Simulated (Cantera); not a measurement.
# H2S + O2 + H2 (abatement and gas-phase synthesis)

Input: 1 mol H2S, 0.017 mol O2, 0.14 mol H2, equilibrated at 2998 K and 10000 Pa.

Method: chemical equilibrium by Gibbs-energy minimisation in Cantera with the NASA 1993 tables (ideal gas, pure condensed phases). Candidate condensed phases: H2O, H2SO4, S; 19 gas species. Rates play no part.

| Item | Value |
|---|---|
| x(H2) | 0.336 |
| x(H) | 0.288 |
| x(S) | 0.226 |
| x(S2) | 0.0806 |
| x(SH) | 0.0511 |
| x(SO) | 0.00932 |
| x(H2O) | 0.00404 |
| x(H2S) | 0.00292 |
| x(OH) | 0.00115 |
| gas amount | 2.220 mol |
| log10 activity of S(l) (absent) | -2.92 |
